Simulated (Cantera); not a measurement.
Chlorosilane synthesis and conversion: SiCl4 + H2 + Cl2

Feed: 1 mol SiCl4, 3.2 mol H2, 0.9 mol Cl2, equilibrated at 1 atm.

Method: chemical equilibrium by Gibbs-energy minimisation in Cantera with the NASA 1993 tables (ideal gas, pure condensed phases). Candidate condensed phases: Si; 19 gas species. The tables' values for SiCl3 are old estimates; treat these amounts as uncertain. Equilibrium is a limit: real reactors are often held back by kinetics, nucleation or transport.

From 750 K to 1275 K nothing is condensed. The main Si-bearing gas is SiCl4 throughout.

```
T (K)   x H2  x HCl  x SiCl4  x SiHCl3   x SiCl3
-----  -----  -----  -------  --------  --------
750    0.451  0.353    0.196  0.000113   3.95e-8
825    0.451  0.353    0.196  0.000309   5.16e-7
900    0.450  0.354    0.195  0.000707   4.35e-6
975    0.450  0.354    0.195   0.00141   2.62e-5
1050   0.448  0.356    0.193   0.00253  0.000120
1125   0.446  0.358    0.191   0.00415  0.000447
1200   0.443  0.361    0.188   0.00630   0.00138
1275   0.439  0.366    0.183   0.00884   0.00365
```
x: gas mole fraction; nothing condenses.
